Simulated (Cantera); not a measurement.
## Fe2O3 + C + H2 (carbothermic reduction)

Feed: 1 mol Fe2O3, 5.3 mol C, 0.11 mol H2, equilibrated at 28.0 Pa.

These are equilibrium values from Cantera (NASA tables, ideal gas, pure condensed phases), not measurements of a reactor. Candidate condensed phases: C, C6H6, C7H8, C8H18, Fe, Fe(CO)5, FeO, Fe(OH)2, Fe(OH)3, Fe2O3, Fe3O4, H2O; 114 gas species. Iron dissolves carbon and melts from about 1420 K in contact with it, which pure phases cannot show. Condensed phases not in the tables: cementite and carbon dissolved in iron. Equilibrium is a limit: real reactors are often held back by kinetics, nucleation or transport.

```
T (°C)  log p CO  log p Fe  log p H  log p H2  log p C3  log p C  log p C2  n C(graphite)  n Fe(δ)  n Fe(l)
------  --------  --------  -------  --------  --------  -------  --------  -------------  -------  -------
1475       -3.59     -4.87    -6.16     -5.04    -13.65   -13.22    -14.74           2.30     1.84        0
1575       -3.67     -4.24    -5.85     -5.15    -12.32   -12.06    -13.40           2.30        0     1.20
1675       -3.79     -3.96    -5.61     -5.32    -11.13   -11.02    -12.20           2.30        0        0
1775       -3.79     -3.96    -5.36     -5.42    -10.06   -10.08    -11.13           2.30        0        0
1875       -3.79     -3.97    -5.17     -5.59     -9.09    -9.23    -10.15           2.30        0        0
1975       -3.79     -3.97    -5.05     -5.83     -8.20    -8.45     -9.26           2.30        0        0
2075       -3.79     -3.97    -4.98     -6.15     -7.40    -7.75     -8.45           2.30        0        0
2175       -3.79     -3.97    -4.95     -6.50     -6.66    -7.10     -7.70           2.29        0        0
2275       -3.80     -3.97    -4.94     -6.86     -5.99    -6.50     -7.02           2.23        0        0
2375       -3.80     -3.98    -4.94     -7.22     -5.36    -5.94     -6.38           2.01        0        0
```
log p: log10 of the partial pressure in bar; n: condensed amount in mol.

At 1475 °C the condensed part is C(graphite) + Fe(δ). At 1575 °C the condensed part is C(graphite) + Fe(l). From 1675 °C to 2375 °C the condensed part is C(graphite). The main Fe-bearing gas is Fe throughout.
